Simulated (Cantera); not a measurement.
A closed system holds: 1 mol SO₂, 4 mol H₂O, 6 mol O₂, at 3400 K and 7.50 Torr.

Method: chemical equilibrium by Gibbs-energy minimisation in Cantera with the NASA 1993 tables (ideal gas, pure condensed phases). Candidate condensed phases: H₂O, H₂SO₄, S; 19 gas species. Equilibrium is a limit: real reactors are often held back by kinetics, nucleation or transport.

Base state: O 0.625, H 0.290, S 0.0287, O₂ 0.0270, OH 0.0141, SO 0.00970, H₂ 0.00385, SO₂ 0.000615 (mole fractions); condensed: gas only.

Problem. What changes in the equilibrium state with this change: O₂ from 6 to 0.17 mol?

Solution. 
| species | before | after |
|---|---|---|
| H | 0.290 | 0.508 |
| O | 0.625 | 0.386 |
| S | 0.0287 | 0.0560 |
| H₂ | 0.00385 | 0.0118 |
| O₂ | 0.0270 | 0.0103 |
| SO | 0.00970 | 0.0117 |
| OH | 0.0141 | 0.0152 |
| S₂ | 1.63e-5 | 6.19e-5 |
| SH | 0.000109 | 0.000373 |
| H₂O | 0.000431 | 0.000813 |
| SO₂ | 0.000615 | 0.000456 |

Problem. What changes in the equilibrium state with this change: pressure from 7.50 Torr to 100 Torr?

Solution. 
```tsv
species	before	after
O	0.625	0.423
H	0.290	0.212
O₂	0.0270	0.165
OH	0.0141	0.0929
H₂O	0.000431	0.0275
SO₂	0.000615	0.0155
H₂	0.00385	0.0273
S	0.0287	0.00887
SO	0.00970	0.0271
HO₂	3.60e-7	2.14e-5
SH	0.000109	0.000329
S₂	1.63e-5	2.07e-5
```

Problem. What changes in the equilibrium state with this change: 0.13 mol HF added?

Solution. 
```
species    before     after
-------  --------  --------
O           0.625     0.621
H           0.290     0.290
S          0.0287    0.0285
HF              0   0.00268
F               0   0.00237
O₂         0.0270    0.0266
OH         0.0141    0.0140
SO₂      0.000615  0.000603
SO        0.00970   0.00958
S₂        1.63e-5   1.61e-5
H₂O      0.000431  0.000428
SH       0.000109  0.000109
```
